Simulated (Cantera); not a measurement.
A freely propagating, adiabatic, planar premixed flame of CH₄ : H₂ : O₂ : N₂ = 1 : 0.94 : 1.76 : 6.63 (molar parts), unburnt at 550 K and 100000 Pa; mixture-averaged transport, grid criteria slope 0.08 and curve 0.16, no radiation.

Model: GRI-Mech 3.0 (53 species, 325 reactions), integrated in Cantera. Burning velocities carry a grid error of a few per cent, more on coarse grids.

**Question.** How do the results move with these cheaper or finer settings: unity-Lewis-number transport; multicomponent transport; multicomponent+Soret transport; grid criteria slope 0.5, curve 1; grid criteria slope 0.25, curve 0.5; grid criteria slope 0.03, curve 0.06?

**Answer.** 
```json
[
 {"setting": "as above", "laminar burning velocity": "120 cm/s", "thermal thickness": "0.342 mm", "peak x(CH₃)": "0.00454", "peak x(CH₂)": "9.33e-5", "grid points": "153"},
 {"setting": "unity-Lewis-number transport", "laminar burning velocity": "76.3 cm/s", "thermal thickness": "0.456 mm", "peak x(CH₃)": "0.00339", "peak x(CH₂)": "7.75e-5", "grid points": "146"},
 {"setting": "multicomponent transport", "laminar burning velocity": "119 cm/s", "thermal thickness": "0.345 mm", "peak x(CH₃)": "0.00454", "peak x(CH₂)": "9.31e-5", "grid points": "153"},
 {"setting": "multicomponent+Soret transport", "laminar burning velocity": "119 cm/s", "thermal thickness": "0.337 mm", "peak x(CH₃)": "0.00447", "peak x(CH₂)": "9.24e-5", "grid points": "159"},
 {"setting": "grid criteria slope 0.5, curve 1", "laminar burning velocity": "130 cm/s", "thermal thickness": "0.373 mm", "peak x(CH₃)": "0.00450", "peak x(CH₂)": "9.33e-5", "grid points": "40"},
 {"setting": "grid criteria slope 0.25, curve 0.5", "laminar burning velocity": "125 cm/s", "thermal thickness": "0.354 mm", "peak x(CH₃)": "0.00453", "peak x(CH₂)": "9.39e-5", "grid points": "59"},
 {"setting": "grid criteria slope 0.03, curve 0.06", "laminar burning velocity": "118 cm/s", "thermal thickness": "0.340 mm", "peak x(CH₃)": "0.00453", "peak x(CH₂)": "9.29e-5", "grid points": "364"}
]
```
The base run took around 5 core-seconds (rough).
Unity Lewis numbers drop preferential diffusion, which matters most where H2 and H carry the flame; Soret adds thermal diffusion.
